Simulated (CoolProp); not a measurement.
R407C along the isobar 0.656 MPa: fugacity coefficient from the reference equation and from simpler models built on Tc = 86.2 °C, pc = 4.632 MPa, ω = 0.363; each cubic takes its own stable root.

The numbers come from the reference Helmholtz-energy equation of state, Lemmon 2003 in CoolProp. It is a pseudo-pure fit of the blend.

```
T (°C)  phase  reference
------  -----  ---------
32.35     gas     0.9068
56.65     gas     0.9296
80.95     gas     0.9456
105.25    gas     0.9573
129.55    gas     0.9660
153.95    gas     0.9727
178.25    gas     0.9779
202.55    gas     0.9820
226.85    gas     0.9853
```

**Question.** How far does each simpler model (van der Waals, Redlich-Kwong, Soave-Redlich-Kwong) lie from the reference over these 9 states: mean and median of the absolute difference, and the worst?

**Answer.** 
- van der Waals: mean 0.9 %, median 0.3 %, worst +3.5 % at 32.35 °C and 0.656 MPa
- Redlich-Kwong: mean 0.5 %, median 0.3 %, worst +1.9 % at 32.35 °C and 0.656 MPa
- Soave-Redlich-Kwong: mean 0.4 %, median 0.3 %, worst +1.2 % at 32.35 °C and 0.656 MPa
